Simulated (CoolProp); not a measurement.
A single-stage vapour-compression cycle with isobutane: evaporating at 280.15 K (dew point), condensing at 317.15 K (bubble point), superheat 5 K, subcooling 2 K, compressor efficiency 0.65, no pressure losses. Each further row changes one setting.

Computed with CoolProp (reference Helmholtz-energy equation of state, Bücker 2006).

```json
[
 {"case": "as stated", "cooling COP": "[?]", "pressure ratio": "2.95", "discharge temperature (K)": "329.2", "refrigerating effect (kJ/kg)": "271", "volumetric capacity (kJ/m³)": "1410"},
 {"case": "evaporating temperature 285.15 K", "cooling COP": "5.04", "pressure ratio": "2.50", "discharge temperature (K)": "[?]", "refrigerating effect (kJ/kg)": "278", "volumetric capacity (kJ/m³)": "1690"},
 {"case": "condensing temperature 312.15 K", "cooling COP": "4.98", "pressure ratio": "2.59", "discharge temperature (K)": "[?]", "refrigerating effect (kJ/kg)": "283", "volumetric capacity (kJ/m³)": "1480"},
 {"case": "subcooling 7 K", "cooling COP": "4.38", "pressure ratio": "2.95", "discharge temperature (K)": "329.2", "refrigerating effect (kJ/kg)": "283", "volumetric capacity (kJ/m³)": "1480"},
 {"case": "superheat 15 K", "cooling COP": "4.25", "pressure ratio": "2.95", "discharge temperature (K)": "339.3", "refrigerating effect (kJ/kg)": "[?]", "volumetric capacity (kJ/m³)": "[?]"},
 {"case": "compressor efficiency 0.55", "cooling COP": "[?]", "pressure ratio": "2.95", "discharge temperature (K)": "[?]", "refrigerating effect (kJ/kg)": "271", "volumetric capacity (kJ/m³)": "1410"}
]
```

Some entries are withheld; supply them.


- as stated, cooling COP: 4.18
- evaporating temperature 285.15 K, discharge temperature (K): 327.9
- condensing temperature 312.15 K, discharge temperature (K): 323.9
- superheat 15 K, refrigerating effect (kJ/kg): 288
- superheat 15 K, volumetric capacity (kJ/m³): 1440
- compressor efficiency 0.55, cooling COP: 3.54
- compressor efficiency 0.55, discharge temperature (K): 335.2
